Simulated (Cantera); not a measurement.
Input (Python, Cantera) and output of one run.

```python
import numpy as np
import cantera as ct

gas_names = [...]  # 95 gases of nasa_gas.yaml made of C, F, H
cond_names = """
    C(gr) C6H6(L) C7H8(L) C8H18(L),n-octa
""".split()


# ... load() reads the species with a 1 bar reference pressure and builds the phases ...
atoms = {
    'C2F6': {'C': 2, 'F': 6},
    'H2': {'H': 2},
    'F2': {'F': 2},
}
top_T = {'C(gr)': 4500}  # K; cautious upper limits of use, not melting points


# ... equilibrate(T, P, feed) seeds the gas with the atoms and calls Mixture.equilibrate('TP', solver="vcs", rtol=1e-11, max_steps=5000) ...
results = []
T = 1075  # K
P = 13332.2  # Pa
for m in [0.39, 1.1, 1.7, 2.4, 3.1, 3.8, 4.4, 5.1, 5.8, 6.5]:
    feed = {'C2F6': 1, 'H2': m, 'F2': 0.049}  # mol
    mix = equilibrate(T, P, feed)
    results.append((T, P, feed, dict(zip(mix.species_names, mix.species_moles))))

top = {s: max(r[3][s] / sum(r[3][g] for g in gas_names) for r in results) for s in gas_names}
cols = sorted((s for s in top if top[s] > 0.0001), key=lambda s: -top[s])[:6]
seen = [c for c in cond_names if any(r[3].get(c, 0) > 1e-12 for r in results)]
print("log10 of partial pressures in bar; condensed amounts in mol")
print(f"{'n(H2)':>10s}" + "".join(f"{s[:9]:>10s}" for s in cols + seen))
for T, P, feed, n in results:
    ng = sum(n[g] for g in gas_names)
    print(f"{feed['H2']:10.4g}" + "".join(f"{np.log10(max(n[s] / ng * P / 1e5, 1e-99)):10.3f}" for s in cols)
          + "".join(f"{n.get(c, 0):10.4g}" for c in seen))
```

Result:

```
log10 of partial pressures in bar; condensed amounts in mol
     n(H2)        HF       CF4        H2       CH4     C(gr)
      0.39    -1.307    -1.076   -10.460   -22.266    0.6705
       1.1    -1.034    -1.388    -9.758   -20.862     1.025
       1.7    -0.954    -1.656    -9.463   -20.272     1.325
       2.4    -0.904    -2.074    -9.154   -19.654     1.675
       3.1    -0.879   -14.369    -2.956    -7.259         2
       3.8    -0.926   -16.798    -1.836    -5.017         2
       4.4    -0.962   -17.380    -1.617    -4.581     1.999
       5.1    -1.001   -17.820    -1.475    -4.297     1.997
       5.8    -1.037   -18.146    -1.384    -4.114     1.995
       6.5    -1.070   -18.408    -1.319    -3.983     1.993
```

Equilibrium computed with Cantera from the NASA thermochemical tables; the gas is ideal and each condensed phase is pure. The feed counts by its element totals alone. Gases not in the tables: C2F6 and larger saturated fluorocarbons.
